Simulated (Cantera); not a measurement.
# CH₃OH + O₂ + N₂ (carbon deposition, reforming and gasification)

A closed system holds: 1 mol CH₃OH, 1.7 mol O₂, 0.28 mol N₂, at 2423.15 K and 5.70 bar.

Equilibrium computed with Cantera from the NASA thermochemical tables; the gas is ideal and each condensed phase is pure. Candidate condensed phases: C, C₆H₆, C₇H₈, C₈H₁₈, H₂O; 136 gas species. Rates play no part.

The x(H₂O) comes out as 0.558 and the x(CO₂) is 0.273. The x(N₂) is 0.0779 and the x(O₂) is 0.0592. The x(OH) comes out as 0.0126 and the x(CO) is 0.0114. The x(H₂) is 0.00389 and the x(NO) is 0.00334. The x(O) is 0.000999, the gas amount comes out as 3.521 mol and the log10 activity of C(graphite) (absent) comes out as -7.87.
